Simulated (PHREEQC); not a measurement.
A solution holds 0.017 mol/kgw Al2(SO4)3, at 55 °C. Closed to the air; pH follows from the charge balance.

Equilibrium calculation in PHREEQC: ion-association model, wateq4f.dat.

Precipitation was switched off in this run.

Order these Al species by the share of Al that they hold, largest first: Al+3, AlOH+2, Al(OH)2+, AlSO4+, Al(SO4)2-.

AlSO4+ (72 %), Al(SO4)2- (16 %), Al+3 (10 %), AlOH+2 (1.4 %), Al(OH)2+ (0.23 %)

Order these S species by the share of S that they hold, largest first: Al(SO4)2-, SO4-2, AlSO4+, HSO4-.

AlSO4+ (48 %), SO4-2 (30 %), Al(SO4)2- (22 %), HSO4- (0.68 %)

The pH is 3.65 and the ionic strength 0.0619 mol/kgw. The solution is supersaturated, for example in Boehmite (slow to form), Gibbsite (slow to form), so a real one may precipitate; this is no full list. Constants without temperature data keep their 25 °C values here.
